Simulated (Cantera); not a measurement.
Feed: 1 mol FeCl₂, 1.4 mol H₂, equilibrated at 1025 K and 32.3 Torr.

Cantera equilibrium calculation (NASA polynomials, part measured and part estimated; ideal gas, pure solids and liquids). Candidate condensed phases: Fe, FeCl₂, FeCl₃; 11 gas species. Equilibrium is a limit: real reactors are often held back by kinetics, nucleation or transport.

Base state: HCl 0.506, H₂ 0.334, FeCl₂ 0.152, Fe₂Cl₄ 0.00741, FeCl₃ 4.01e-5 (mole fractions); condensed: Fe(α).

**Question.** What changes in the equilibrium state with this change: temperature from 1025 K to 2048.15 K?

**Answer.** 
| species | before | after |
|---|---|---|
| H₂ | 0.334 | 0.422 |
| HCl | 0.506 | 0.292 |
| FeCl₂ | 0.152 | 0.260 |
| Fe | <1e-9 | 0.0144 |
| H | 1.21e-8 | 0.00702 |
| FeCl | <1e-9 | 0.000436 |
| Cl | 1.70e-8 | 0.00360 |
| Fe₂Cl₄ | 0.00741 | 5.95e-6 |
| Fe(α), mol | 0.603 | 0 |
| Fe(l), mol | 0 | 0.326 |

**Question.** What changes in the equilibrium state with this change: H₂ from 1.4 to 19 mol?

**Answer.** 
```
species      before    after
----------  -------  -------
H₂            0.334    0.902
HCl           0.506   0.0960
FeCl₂         0.152  0.00202
Fe₂Cl₄      0.00741  1.31e-6
FeCl₃       4.01e-5  6.16e-8
Fe(α), mol    0.603    0.960
```

**Question.** What changes in the equilibrium state with this change: H₂ from 1.4 to 25 mol?

**Answer.** 
| species | before | after |
|---|---|---|
| H₂ | 0.334 | 0.924 |
| HCl | 0.506 | 0.0745 |
| FeCl₂ | 0.152 | 0.00119 |
| Fe₂Cl₄ | 0.00741 | 4.55e-7 |
| FeCl₃ | 4.01e-5 | 2.79e-8 |
| Fe(α), mol | 0.603 | 0.969 |
